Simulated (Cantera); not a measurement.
A Cantera script and what it prints.

```python
import numpy as np
import cantera as ct

gas_names = """
    C CN CO CO2 C2 CCN CNC C2N2 C2O C3 C3O2 C4 C4N2 C5 N NCO NO NO2 NO3 N2 N2O O O2 O3 Si SiC SiC2 SiN
    SiO SiO2 Si2 Si2C Si2N Si3
""".split()
cond_names = """
    C(gr) Si(cr) Si(L) SiC(b) SiO2(Lqz) SiO2(hqz) SiO2(L) Si2N2O(s) Si3N4(a)
""".split()


# ... load() reads the species with a 1 bar reference pressure and builds the phases ...
atoms = {
    'SiO2': {'Si': 1, 'O': 2},
    'C': {'C': 1},
    'N2': {'N': 2},
}
top_T = {'C(gr)': 4500, 'SiC(b)': 3050, 'Si2N2O(s)': 2100, 'Si3N4(a)': 2400}  # K; cautious upper limits of use, not melting points


# ... equilibrate(T, P, feed) seeds the gas with the atoms and calls Mixture.equilibrate('TP', solver="vcs", rtol=1e-11, max_steps=5000) ...
results = []
feed = {'SiO2': 1, 'C': 5.5, 'N2': 0.81}  # mol
T = 1598.15  # K
for P in [10, 52, 270, 1400, 7200, 37000, 190000, 1000000]:
    mix = equilibrate(T, P, feed)
    results.append((T, P, feed, dict(zip(mix.species_names, mix.species_moles))))
    x = sorted(zip(gas.X, gas.species_names), reverse=True)
    print(f"T = {T:g} K  P = {P:g} Pa  gas = {mix.phase_moles(0):.4g} mol")
    print("   x: " + "  ".join(f"{s} {v:.3e}" for v, s in x if v > 0.0001))
    print("   condensed (mol): " + ("  ".join(f"{mix.phase(i).name} {mix.phase_moles(i):.4g}"
          for i in range(1, mix.n_phases) if mix.phase_moles(i) > 1e-12) or "none"))
```

Output:

```
T = 1598.15 K  P = 10 Pa  gas = 2.81 mol
   x: CO 7.097e-01  N2 2.883e-01  SiO 2.044e-03
   condensed (mol): C(gr) 2.512  SiC(b) 0.9942
T = 1598.15 K  P = 52 Pa  gas = 2.81 mol
   x: CO 7.097e-01  N2 2.883e-01  SiO 2.044e-03
   condensed (mol): C(gr) 2.511  SiC(b) 0.9942
T = 1598.15 K  P = 270 Pa  gas = 2.81 mol
   x: CO 7.097e-01  N2 2.883e-01  SiO 2.044e-03
   condensed (mol): C(gr) 2.511  SiC(b) 0.9943
T = 1598.15 K  P = 1400 Pa  gas = 2.81 mol
   x: CO 7.097e-01  N2 2.883e-01  SiO 2.044e-03
   condensed (mol): C(gr) 2.511  SiC(b) 0.9943
T = 1598.15 K  P = 7200 Pa  gas = 1.811 mol
   x: CO 8.277e-01  N2 1.715e-01  SiO 7.758e-04
   condensed (mol): C(gr) 4.001  Si2N2O(s) 0.4993
T = 1598.15 K  P = 37000 Pa  gas = 1.81 mol
   x: CO 8.284e-01  N2 1.713e-01  SiO 1.511e-04
   condensed (mol): C(gr) 4  Si2N2O(s) 0.4999
T = 1598.15 K  P = 190000 Pa  gas = 1.259 mol
   x: CO 5.346e-01  N2 4.653e-01  CO2 1.602e-04
   condensed (mol): C(gr) 4.827  SiO2(hqz) 0.5512  Si2N2O(s) 0.2244
T = 1598.15 K  P = 1e+06 Pa  gas = 0.9424 mol
   x: N2 7.892e-01  CO 2.107e-01  CO2 1.310e-04
   condensed (mol): C(gr) 5.301  SiO2(hqz) 0.8675  Si2N2O(s) 0.06627
```

Equilibrium computed with Cantera from the NASA thermochemical tables; the gas is ideal and each condensed phase is pure. Mutual solubility and eutectic melting of coexisting phases are not modelled. The tables hold silica as quartz up to 1696 K and as liquid above; real silica turns to tridymite and cristobalite and melts near 1996 K.
